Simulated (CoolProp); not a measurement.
R123 at several states: fugacity coefficient from the reference equation and from simpler models built on Tc = 183.7 °C, pc = 3662 kPa, ω = 0.282; each cubic takes its own stable root.

Computed with CoolProp (reference Helmholtz-energy equation of state, Younglove 1994). It is a modified Benedict-Webb-Rubin equation, recast in Helmholtz form.

```tsv
T (°C)	p (kPa)	phase	reference	van der Waals	Redlich-Kwong	Soave-Redlich-Kwong	Peng-Robinson
45.45	22.2	gas	0.9926	0.9958	0.9944	0.9937	0.9934
-53.85	51.5	liquid	0.02567	0.9779	0.08960	0.02596	0.02857
-90.45	13300	liquid	6.338e-6	0.005134	3.679e-5	7.518e-6	8.318e-6
150.25	20200	liquid	0.1532	0.2596	0.1835	0.1689	0.1512
-75.75	165	liquid	0.001183	0.2125	0.005214	0.001232	0.001426
62.25	5220	liquid	0.06506	0.1993	0.1010	0.06726	0.06486
```

At some of these states van der Waals gives the other phase, because its saturation line lies elsewhere.
